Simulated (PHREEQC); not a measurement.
0.11 g of hydrous ferric oxide (600 m²/g; 0.2 weak and 0.005 strong sites per Fe, Dzombak-Morel constants, diffuse double layer) in 1 kg of water with 0.001 mol/kgw of an inert sodium salt, at 25 °C; the pH is set by adding NaOH or the inert anion's acid. O2 is buffered at 0.21 atm. No CO2 enters from the air. Precipitation was switched off in this run.

All values are PHREEQC results (ion-association model, wateq4f.dat), not measurements.

| pH | surface charge σ (C/m²) | surface potential ψ (mV) |
|---|---|---|
| 3 | 0.254 | 233 |
| 3.5 | 0.175 | … |
| 4 | … | 210 |
| 4.5 | 0.078 | … |
| 5 | 0.050 | 169 |
| 5.5 | 0.031 | 145 |
| 6 | 0.019 | 119 |
| 6.5 | 0.011 | 92 |
| 7 | 0.006 | 64 |
| 7.5 | 0.003 | 35 |
| 8 | … | … |
| 8.5 | -0.002 | … |
| 9 | -0.004 | -51 |
| 9.5 | -0.009 | -80 |
| 10 | -0.015 | -107 |
| 10.5 | -0.028 | -133 |
| 11 | -0.054 | -155 |

Problem. What belongs in the gaps?

Solution. 
- 3.5, surface potential ψ (mV): 225
- 4, surface charge σ (C/m²): 0.118
- 4.5, surface potential ψ (mV): 191
- 8, surface charge σ (C/m²): 0.000
- 8, surface potential ψ (mV): 6
- 8.5, surface potential ψ (mV): -23

Species that the database lacks are ignored. The oxide is taken as insoluble; below pH 4 it would dissolve.
